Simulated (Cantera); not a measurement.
Input: 1 mol Fe2O3, 5.4 mol CO, equilibrated at 1000 K and 33.0 Pa.

Method: chemical equilibrium by Gibbs-energy minimisation in Cantera with the NASA 1993 tables (ideal gas, pure condensed phases). Candidate condensed phases: C, Fe, Fe(CO)5, FeO, Fe2O3, Fe3O4; 15 gas species. The tables' stoichiometric FeO is somewhat more stable than real wüstite, so its field is too wide. FeO: taken at fixed stoichiometry. The numbers say what is thermodynamically allowed, not how fast it happens.

Base state: CO 0.796, CO2 0.204 (mole fractions); condensed: Fe(α) + FeO(s).

Problem. What changes in the equilibrium state with this change: pressure from 33.0 Pa to 100000 Pa?

Solution. 
```
species           before  after
----------------  ------  -----
CO                 0.796  0.712
CO2                0.204  0.288
Fe(α), mol         0.102      0
FeO(s), mol         1.90   2.00
C(graphite), mol       0  0.430
```
